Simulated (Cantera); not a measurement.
**Reactions in the system C-H-Si**

Cantera with NASA thermochemical tables; ideal gases at 1 bar, condensed phases pure. Values are per mole of reaction as written; species without (g) are pure solids or liquids, kept so even where they would boil at 1 bar.

10 C + Si(CH₃)₄(g) = 2 C₆H₆(g) + SiC₂(g)

```
T (K)  ΔH° (kJ)  ΔS° (J/K)  ΔG° (kJ)  log10 K
-----  --------  ---------  --------  -------
523      1064.5      349.0     881.9   -88.08
673      1062.7      346.1     829.8   -64.40
823      1060.6      343.3     778.1   -49.38
973      1058.0      340.4     726.8   -39.02
1123     1055.3      337.8     675.9   -31.44
1273     1052.3      335.3     625.5   -25.66
```
